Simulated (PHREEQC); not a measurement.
Solution (20 °C): 0.0076 mol Li2CO3, 0.00022 mol Pb(NO3)2 and 0.12 mol HNO3 per kg of water. Closed to the air; pH follows from the charge balance.

Model: ion-association model, phreeqc.dat, run in PHREEQC.

### Question
The ionic strength comes out as 0.120 mol/kgw. What activity coefficients do Li+, NO3-, Pb+2, H+, PbNO3+ get?

### Answer
Li+ 0.79, NO3- 0.74, Pb+2 0.36, H+ 0.82, PbNO3+ 0.77.

No solid was allowed to form.
